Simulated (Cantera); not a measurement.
Cantera run:

```python
import numpy as np
import cantera as ct

gas_names = [...]  # 169 gases of nasa_gas.yaml made of C, H, N, O
cond_names = """
    C(gr) C6H6(L) C7H8(L) C8H18(L),n-octa H2O(s) H2O(L)
""".split()


# ... load() reads the species with a 1 bar reference pressure and builds the phases ...
atoms = {
    'acetone': {'C': 3, 'H': 6, 'O': 1},
    'NH3': {'N': 1, 'H': 3},
    'H2': {'H': 2},
}
top_T = {'C(gr)': 4500}  # K; cautious upper limits of use, not melting points


# ... equilibrate(T, P, feed) seeds the gas with the atoms and calls Mixture.equilibrate('TP', solver="vcs", rtol=1e-11, max_steps=5000) ...
results = []
feed = {'acetone': 1, 'NH3': 2, 'H2': 2.2}  # mol
P = 4400000  # Pa
for T in [3000, 3500, 4000, 4500, 5000]:
    mix = equilibrate(T, P, feed)
    results.append((T, P, feed, dict(zip(mix.species_names, mix.species_moles))))
    x = sorted(zip(gas.X, gas.species_names), reverse=True)
    print(f"T = {T:g} K  P = {P:g} Pa  gas = {mix.phase_moles(0):.4g} mol")
    print("   x: " + "  ".join(f"{s} {v:.3e}" for v, s in x if v > 1e-06))
    print("   condensed (mol): " + ("  ".join(f"{mix.phase(i).name} {mix.phase_moles(i):.4g}"
          for i in range(1, mix.n_phases) if mix.phase_moles(i) > 1e-12) or "none"))
```

It prints:

```
T = 3000 K  P = 4.4e+06 Pa  gas = 10.28 mol
   x: H2 7.099e-01  CO 9.726e-02  N2 7.052e-02  HCN 4.474e-02  C2H2,acetylene 4.416e-02  H 2.006e-02  HNC 8.442e-03  CH4 1.730e-03  C4H2 1.146e-03  CH3 7.741e-04  C2H4 2.305e-04  C2H 2.144e-04  C2H2,vinylidene 1.392e-04  CN 1.305e-04  C3H3,propargyl 1.137e-04  C2H3,vinyl 7.496e-05  C2N2 6.650e-05  CH2 5.085e-05  CH3CN 4.988e-05  NH3 4.755e-05  C3H4,propyne 3.339e-05  C6H2 3.156e-05  H2O 2.671e-05  C3H4,allene 1.540e-05  C3 7.091e-06  HCO 6.630e-06  NH2 5.923e-06  CH 2.891e-06  C3H5,allyl 1.837e-06  CH2CO,ketene 1.731e-06  NH 1.515e-06  HCHO,formaldehy 1.238e-06  C 1.152e-06  C4N2 1.135e-06
   condensed (mol): C(gr) 0.4479
T = 3500 K  P = 4.4e+06 Pa  gas = 10.58 mol
   x: H2 6.463e-01  CO 9.446e-02  H 7.157e-02  N2 6.132e-02  C2H2,acetylene 5.348e-02  HCN 5.151e-02  HNC 1.362e-02  C2H 1.865e-03  C4H2 1.843e-03  CN 8.823e-04  CH3 8.788e-04  CH4 5.761e-04  C2H2,vinylidene 4.485e-04  CH2 2.421e-04  C3 1.590e-04  C3H3,propargyl 1.523e-04  C2N2 1.319e-04  C2H3,vinyl 1.238e-04  C2H4 8.967e-05  C6H2 6.838e-05  CH 4.964e-05  C 4.191e-05  NH3 2.886e-05  C2 2.868e-05  CH3CN 2.114e-05  H2O 1.889e-05  C3H4,propyne 1.714e-05  HCO 1.473e-05  NH2 1.472e-05  NH 1.049e-05  C3H4,allene 8.280e-06  N 8.270e-06  CNC 5.365e-06  C5 4.101e-06  C2O 3.829e-06  C4N2 3.019e-06  CH2CO,ketene 1.384e-06  C4 1.148e-06  HCHO,formaldehy 1.122e-06
   condensed (mol): none
T = 4000 K  P = 4.4e+06 Pa  gas = 11.28 mol
   x: H2 5.558e-01  H 1.792e-01  CO 8.859e-02  N2 5.526e-02  HCN 4.710e-02  C2H2,acetylene 4.184e-02  HNC 1.598e-02  C2H 6.591e-03  CN 3.174e-03  C4H2 1.299e-03  C3 1.001e-03  CH3 7.300e-04  C2H2,vinylidene 7.190e-04  CH2 6.099e-04  C 5.289e-04  CH 3.434e-04  C2 3.288e-04  CH4 1.900e-04  C2N2 1.629e-04  C2H3,vinyl 1.166e-04  C3H3,propargyl 1.052e-04  N 6.290e-05  C6H2 4.422e-05  NH 4.324e-05  CNC 3.243e-05  C2H4 2.772e-05  NH2 2.712e-05  HCO 2.476e-05  C5 2.457e-05  NH3 1.778e-05  H2O 1.527e-05  C2O 1.217e-05  C4 1.115e-05  CH3CN 7.278e-06  C3H4,propyne 5.586e-06  C4N2 3.386e-06  OH 2.877e-06  C3H4,allene 2.795e-06  HCCN 1.373e-06  CCN 1.352e-06  CHCO,ketyl 1.022e-06
   condensed (mol): none
T = 4500 K  P = 4.4e+06 Pa  gas = 12.57 mol
   x: H2 4.220e-01  H 3.386e-01  CO 7.945e-02  N2 4.955e-02  HCN 3.639e-02  C2H2,acetylene 2.448e-02  HNC 1.495e-02  C2H 1.335e-02  CN 7.729e-03  C 3.445e-03  C3 3.109e-03  C2 1.797e-03  CH 1.297e-03  CH2 9.624e-04  C2H2,vinylidene 7.246e-04  C4H2 5.763e-04  CH3 4.514e-04  N 3.020e-04  C2N2 1.555e-04  NH 1.190e-04  CNC 1.063e-04  C2H3,vinyl 7.241e-05  C5 6.057e-05  CH4 5.456e-05  C3H3,propargyl 4.665e-05  C4 4.452e-05  NH2 3.698e-05  HCO 3.234e-05  C2O 2.570e-05  C6H2 1.520e-05  H2O 1.159e-05  NH3 9.568e-06  C2H4 6.726e-06  CCN 6.567e-06  OH 6.516e-06  HCCN 3.190e-06  O 2.861e-06  C4N2 2.467e-06  CH3CN 2.054e-06  C3H4,propyne 1.286e-06  CHCO,ketyl 1.156e-06
   condensed (mol): none
T = 5000 K  P = 4.4e+06 Pa  gas = 14.44 mol
   x: H 5.096e-01  H2 2.762e-01  CO 6.915e-02  N2 4.510e-02  HCN 2.250e-02  C2H 1.502e-02  CN 1.330e-02  C 1.300e-02  HNC 1.075e-02  C2H2,acetylene 9.299e-03  C2 4.954e-03  C3 4.604e-03  CH 2.858e-03  N 1.061e-03  CH2 9.468e-04  C2H2,vinylidene 4.200e-04  NH 2.418e-04  CNC 1.938e-04  CH3 1.903e-04  C4H2 1.243e-04  C2N2 1.067e-04  C4 6.815e-05  C5 5.275e-05  NH2 3.877e-05  C2O 3.754e-05  HCO 3.439e-05  C2H3,vinyl 2.587e-05  CCN 1.640e-05  OH 1.283e-05  O 1.270e-05  CH4 1.157e-05  C3H3,propargyl 1.076e-05  H2O 8.606e-06  NH3 4.309e-06  HCCN 4.011e-06  C6H2 1.908e-06  CN- 1.381e-06  NO 1.265e-06  C+ 1.030e-06  C2H4 1.030e-06
   condensed (mol): none
```

Cantera equilibrium calculation (NASA polynomials, part measured and part estimated; ideal gas, pure solids and liquids). The feed counts by its element totals alone. The ideal-gas law is rough above about 30 bar.
